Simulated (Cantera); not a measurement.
An isothermal, constant-pressure homogeneous reactor starts with 16.2 % H2, 26.2 % O2, 57.6 % N2, at 1075 K and 100000 Pa.

Cantera simulation using the H2/O2 subset of GRI-Mech 3.0, which has no nitrogen chemistry; the numbers are that mechanism's predictions, not measurements. The temperature is held fixed by assumption; the heat of reaction is taken as removed at once.

x: mole fraction; the columns are a selection and need not sum to one.

| t (s) | x H2 | x O2 | x H | x OH | x H2O2 | x O | x H2O |
|---|---|---|---|---|---|---|---|
| 4.00e-6 | 0.162 | 0.262 | 8.52e-10 | 9.85e-11 | <1e-12 | 2.11e-10 | 4.72e-10 |
| 1.39e-5 | 0.162 | 0.262 | 9.04e-9 | 1.22e-9 | 1.20e-11 | 2.85e-9 | 1.49e-8 |
| 4.80e-5 | 0.162 | 0.262 | 6.66e-6 | 9.23e-7 | 9.58e-9 | 2.15e-6 | 1.42e-5 |
| 0.000167 | 0.0181 | 0.203 | 0.000219 | 0.000343 | 2.66e-5 | 0.000324 | 0.156 |
| 0.000577 | 0.0107 | 0.201 | 5.03e-6 | 1.38e-5 | 8.83e-5 | 1.30e-5 | 0.165 |
| 0.00200 | … | 0.200 | … | … | … | … | 0.168 |
| 0.00693 | 0.00354 | 0.198 | 8.55e-7 | 6.79e-6 | 5.39e-5 | 4.23e-6 | 0.173 |
| 0.0240 | 0.000806 | 0.197 | 9.14e-8 | 3.15e-6 | 7.00e-6 | 8.89e-7 | 0.176 |
| 0.0833 | … | 0.197 | … | … | … | … | 0.176 |
| 0.289 | 1.85e-5 | 0.197 | 2.47e-10 | 3.39e-7 | 1.23e-8 | 3.92e-9 | 0.177 |
| 1.00 | 8.00e-7 | 0.197 | 8.30e-12 | 2.33e-7 | 2.76e-10 | 2.19e-10 | 0.177 |

Complete the blanks.


- 0.00200, x H2: 0.00788
- 0.00200, x H: 2.74e-6
- 0.00200, x OH: 1.01e-5
- 0.00200, x H2O2: 0.000115
- 0.00200, x O: 8.36e-6
- 0.0833, x H2: 0.000129
- 0.0833, x H: 4.60e-9
- 0.0833, x OH: 9.86e-7
- 0.0833, x H2O2: 3.32e-7
- 0.0833, x O: 6.51e-8
